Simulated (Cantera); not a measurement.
A closed system holds: 1 mol SiHCl3, 34 mol N2, equilibrated at 1150 K and 0.0133 bar.

Cantera equilibrium calculation (NASA polynomials, part measured and part estimated; ideal gas, pure solids and liquids). N2 is the only nitrogen source here; it is nearly inert below about 1500 K, so the nitride shown seldom forms there in practice. The tables' values for SiCl3 are old estimates; treat these amounts as uncertain. Rates play no part.

```json
[
 {"species": "SiCl4", "before": "0.0145", "after": "0.447"},
 {"species": "HCl", "before": "0.0261", "after": "0.341"},
 {"species": "H2", "before": "0.00118", "after": "0.190"},
 {"species": "N2", "before": "0.958", "after": "0.00675"},
 {"species": "SiHCl3", "before": "1.34e-5", "after": "0.00505"},
 {"species": "SiCl3", "before": "0.000312", "after": "0.00931"},
 {"species": "SiCl2", "before": "7.34e-5", "after": "0.00212"},
 {"species": "Si3N4(s), mol", "before": "0.158", "after": "0.120"}
]
```
Gas species are given as mole fractions.

Problem. Which change was made?
A) pressure from 0.0133 bar to 0.133 bar
B) pressure from 0.0133 bar to 1.00 bar
C) N2 from 34 to 0.25 mol
D) N2 from 34 to 1.8 mol

Solution. C, N2 from 34 to 0.25 mol
